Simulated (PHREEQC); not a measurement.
A made-up water analysis in mg/L, 33 °C, pH 6.27, pe 8:

```
constituent                  mg/L
-----------------------  --------
Na                         0.0649
K                          0.0159
Ca                          0.267
Mg                         0.0398
Cl                          0.134
S(6) as SO4                0.0641
Alkalinity as HCO3          0.873
O(0) (dissolved oxygen)   0.00534
Pb                       0.000662
F                        0.000847
```

Na is adjusted to close the charge balance.
Valence states are taken as typed.

The numbers come from PHREEQC with the ion-association model, wateq4f.dat.

Each row changes one thing in this solution. This is a speciation only: nothing precipitates in the calculation.

```csv
case,CO2 (mol/kgw),HCO3- (mol/kgw),CO3-2 (mol/kgw),PbOH+ (mol/kgw),HF (mol/kgw),HSO4- (mol/kgw),SI of Pb(OH)2 (Pb(OH)2),SI of Cerrusite (PbCO3)
as made,1.64e-5,1.48e-5,1.52e-9,1.06e-10,4.13e-11,4.08e-11,-3.88,-4.33
Ca from 0.267 to 0.134 mg/L,1.64e-5,1.48e-5,1.52e-9,1.06e-10,4.13e-11,4.09e-11,-3.88,-4.33
pH from 6.27 to 5.5 at the same alkalinity,[?],1.75e-5,[?],[?],2.42e-10,2.40e-10,-5.40,-5.01
```

Q: Fill in the missing entries.

A: 
- pH from 6.27 to 5.5 at the same alkalinity, CO2 (mol/kgw): 0.000114
- pH from 6.27 to 5.5 at the same alkalinity, CO3-2 (mol/kgw): 3.06e-10
- pH from 6.27 to 5.5 at the same alkalinity, PbOH+ (mol/kgw): 1.88e-11

Species that the database lacks are ignored.
